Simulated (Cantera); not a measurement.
Standard-state values (1 bar) from the NASA 1993 polynomials, evaluated with Cantera. Values are per mole of reaction as written; species without (g) are pure solids or liquids, kept so even where they would boil at 1 bar.

Q: Between 1023 and 1223 K, where is each reaction favourable under standard conditions?
- 2 SiCl₂(g) + 2 C = Si₂C(g) + CCl₄(g)

A: 
- 2 SiCl₂(g) + 2 C = Si₂C(g) + CCl₄(g): ΔG° is 794 kJ at 1023 K and 796 kJ at 1223 K; it stays positive (K < 1). ΔH° is 784 kJ and ΔS° -10 J/K at 1223 K.
